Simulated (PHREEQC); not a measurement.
Consider water at 25 °C with 0.073 mol HF and 0.23 mol KF per kg of water. Closed to the air; pH follows from the charge balance.

All values are PHREEQC results (ion-association model, phreeqc.dat), not measurements.

No solid was allowed to form.

Q: Order these F species by the share of F that they hold, largest first: HF2-, HF, F-.

A: F- (66 %), HF2- (21 %), HF (14 %)

The pH is 3.68 and the ionic strength 0.230 mol/kgw. Complexes and solids missing from the database can't appear.
